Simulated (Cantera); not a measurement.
Charge: 1 mol B₂O₃, 6.2 mol F₂, equilibrated at 1673 K and 710 Pa.

These are equilibrium values from Cantera (NASA tables, ideal gas, pure condensed phases), not measurements of a reactor. Candidate condensed phases: B, B₂O₃; 21 gas species. Kinetics and transport are ignored.

Base state: F 0.646, BF₃ 0.202, O₂ 0.151, O 0.000154, F₂ 9.96e-5 (mole fractions); condensed: gas only.

Task: What changes in the equilibrium state with this change: temperature from 1673 K to 848 K?

Result: 
```tsv
species	before	after
F₂	9.96e-5	0.387
BF₃	0.202	0.280
O₂	0.151	0.210
F	0.646	0.123
O	0.000154	<1e-9
```
